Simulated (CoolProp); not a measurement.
The fluid at 298.15 K and 1.04 MPa flows at 0.13 m/s in a round tube of 10 mm bore and 15 µm roughness, fully developed (64/Re and Nu = 3.66 if laminar; Colebrook and Gnielinski if turbulent). The same conditions are run with several fluids, on thermodynamics alone (safety and materials aside).

Computed with CoolProp (reference Helmholtz-energy equation of state of each fluid (R143a: Lemmon and Jacobsen 2000; R13: Platzer 1990; dry air: Lemmon 2000; normal hydrogen: Leachman 2009)). The equations of Platzer and Polt are older, rougher fits. Blends and air are pseudo-pure fits.

| fluid | Reynolds number | Darcy friction factor | pressure drop (Pa/m) | heat-transfer coefficient (W/(m² K)) | mass flow (kg/h) |
|---|---|---|---|---|---|
| R143a | 5020 | 0.0390 | (withheld) | 29.5 | (withheld) |
| R13 | 4350 | (withheld) | 1.67 | 20.1 | 1.79 |
| dry air | 852 | 0.0751 | 0.773 | 9.72 | 0.448 |
| normal hydrogen | 123 | 0.522 | 0.370 | 68.4 | 0.0309 |

Task: Some entries are withheld; supply them.

Result: 
- R143a, pressure drop (Pa/m): 1.45
- R143a, mass flow (kg/h): 1.62
- R13, Darcy friction factor: 0.0405

Transport values come from each fluid's own correlations; those of R143a, R13 are estimates that may be off by 10 % or more.
